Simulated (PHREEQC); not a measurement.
Consider water at 75 °C with 8.1 mmol/kgw H2SO4, 160 mmol/kgw ZnSO4 and 5.1 mmol/kgw MnSO4. Closed to the air; pH follows from the charge balance.

Model: ion-association model, wateq4f.dat, run in PHREEQC.

| quantity | before | after |
|---|---|---|
| pH | 2.65 | 2.44 |
| ionic strength (mol/kgw) | 0.304 | 0.309 |
| SO4-2 (mol/kgw) | 0.0523 | 0.0522 |
| HSO4- (mol/kgw) | 0.0132 | 0.0115 |

Problem. Which change was made?
A. ZnSO4 from 0.16 to 0.016 mol/kgw
B. 0.016 mol/kgw Cd(NO3)2 added
C. temperature from 75 to 50 °C
D. MnSO4 replaced by Al2(SO4)3 at the same molality
E. ZnSO4 replaced by FeSO4 at the same molality

Solution. C, temperature from 75 to 50 °C

This is a speciation only: nothing precipitates in the calculation. Constants without temperature data keep their 25 °C values here.
